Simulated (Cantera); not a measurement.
## Low-pressure radical oxidation in H2/O2

A perfectly stirred reactor is fed with H2 : O2 = 0.086 : 1 (molar parts), equivalence ratio 0.043, at 9.75 Torr; it is held at 1000 K, and followed from long to short residence time.

Detailed kinetics in Cantera: the H2/O2 subset of GRI-Mech 3.0, which has no nitrogen chemistry. Radical loss at walls, strong at low pressure, is not modelled. The temperature is held fixed by assumption; the heat of reaction is taken as removed at once.

| τ (s) | x H2 | x O2 | x H2O2 | x O | x OH | x H | x H2O |
|---|---|---|---|---|---|---|---|
| 0.68 | 0.000796 | 0.915 | 1.69e-7 | 0.00181 | 0.000601 | 0.000306 | 0.0811 |
| 0.38 | 0.00111 | 0.915 | 1.84e-7 | 0.00256 | 0.000750 | 0.000538 | 0.0805 |
| 0.22 | 0.00151 | 0.913 | 1.99e-7 | 0.00349 | 0.000927 | 0.000910 | 0.0797 |
| 0.12 | 0.00212 | 0.912 | 2.16e-7 | 0.00487 | 0.00117 | 0.00161 | 0.0785 |
| 0.070 | 0.00288 | 0.910 | 2.30e-7 | 0.00644 | 0.00144 | 0.00262 | 0.0770 |
| 0.040 | 0.00397 | 0.907 | 2.45e-7 | 0.00844 | 0.00177 | 0.00425 | 0.0747 |
| 0.023 | 0.00547 | 0.904 | 2.58e-7 | 0.0107 | 0.00215 | 0.00660 | 0.0715 |
| 0.013 | 0.00765 | 0.900 | 2.71e-7 | 0.0131 | 0.00259 | 0.00980 | 0.0671 |
| 0.0073 | 0.0108 | 0.896 | 2.87e-7 | 0.0151 | 0.00304 | 0.0135 | 0.0614 |
| 0.0042 | 0.0153 | 0.894 | 3.05e-7 | 0.0160 | 0.00343 | 0.0166 | 0.0548 |
| 0.0024 | 0.0219 | 0.894 | 3.23e-7 | 0.0157 | 0.00370 | 0.0181 | 0.0469 |
x: mole fraction; the columns are a selection and need not sum to one.
